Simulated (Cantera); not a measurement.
Input (Python, Cantera) and output of one run.

```python
import numpy as np
import cantera as ct

gas_names = """
    CL CL2 H HCL H2 Si SiCL SiCL2 SiCL3 SiCL4 SiH SiHCL3 SiH2 SiH2CL2 SiH3 SiH3CL SiH4 Si2 Si3
""".split()
cond_names = """
    Si(cr) Si(L)
""".split()


# ... load() reads the species with a 1 bar reference pressure and builds the phases ...
atoms = {
    'SiCl4': {'Si': 1, 'CL': 4},
    'HCl': {'H': 1, 'CL': 1},
    'H2': {'H': 2},
}
top_T = {}  # K; cautious upper limits of use, not melting points


# ... equilibrate(T, P, feed) seeds the gas with the atoms and calls Mixture.equilibrate('TP', solver="vcs", rtol=1e-11, max_steps=5000) ...
results = []
feed = {'SiCl4': 1, 'HCl': 0.065, 'H2': 94}  # mol
T = 1148  # K
P = 21000  # Pa
mix = equilibrate(T, P, feed)
results.append((T, P, feed, dict(zip(mix.species_names, mix.species_moles))))
print(gas.report(threshold=1e-06))
for i in range(1, mix.n_phases):
    print(f"{mix.phase(i).name:16s} {mix.phase_moles(i):12.5e} mol")
```

Result:

```
       temperature   1148 K
          pressure   21000 Pa
           density   0.0081011 kg/m^3
  mean mol. weight   3.6821 kg/kmol
   phase of matter   gas

                          1 kg             1 kmol
                     ---------------   ---------------
          enthalpy        5.5055e+06        2.0272e+07  J
   internal energy        2.9133e+06        1.0727e+07  J
           entropy             50963        1.8765e+05  J/K
    Gibbs function       -5.2999e+07       -1.9515e+08  J
 heat capacity c_p            8506.8             31323  J/K
 heat capacity c_v            6248.7             23009  J/K

                      mass frac. Y      mole frac. X     chem. pot. / RT
                     ---------------   ---------------   ---------------
               HCL             0.208          0.021007           -39.733
                H2           0.53231           0.97224           -19.448
             SiCL2           0.02677        0.00099581           -63.977
             SiCL3          0.017627        0.00048281           -93.986
             SiCL4           0.11923         0.0025842              -124
            SiHCL3          0.088253         0.0023992           -103.71
           SiH2CL2         0.0076545        0.00027906           -83.425
            SiH3CL        0.00015802        8.7419e-06            -63.14
     [  +11 minor]        1.1224e-06        2.7762e-07

Si(cr)            3.55119e-01 mol
```

Cantera equilibrium calculation (NASA polynomials, part measured and part estimated; ideal gas, pure solids and liquids). The tables' values for SiCl3 are old estimates; treat these amounts as uncertain.
